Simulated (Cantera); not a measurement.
Feed: 1 mol CH₄, 0.18 mol O₂, 24 mol N₂, held at 2600 K and 6.00 bar.

These are equilibrium values from Cantera (NASA tables, ideal gas, pure condensed phases), not measurements of a reactor. Candidate condensed phases: C, C₆H₆, C₇H₈, C₈H₁₈, H₂O; 136 gas species. The numbers say what is thermodynamically allowed, not how fast it happens.

Base state: N₂ 0.897, H₂ 0.0618, HCN 0.0196, CO 0.0136, H 0.00390, HNC 0.00257, C₂H₂ (acetylene) 0.000857, C₂N₂ 0.000106 (mole fractions); condensed: gas only.

**Question.** What changes in the equilibrium state with this change: 0.37 mol H₂O added?

**Answer.** 
```json
[
 {"species": "N₂", "before": "0.897", "after": "0.879"},
 {"species": "H₂", "before": "0.0618", "after": "0.0801"},
 {"species": "CO", "before": "0.0136", "after": "0.0269"},
 {"species": "HCN", "before": "0.0196", "after": "0.00844"},
 {"species": "C₂N₂", "before": "0.000106", "after": "1.52e-5"},
 {"species": "C₂H₂ (acetylene)", "before": "0.000857", "after": "0.000162"},
 {"species": "CN", "before": "8.19e-5", "after": "3.10e-5"},
 {"species": "HNC", "before": "0.00257", "after": "0.00110"},
 {"species": "H", "before": "0.00390", "after": "0.00443"}
]
```
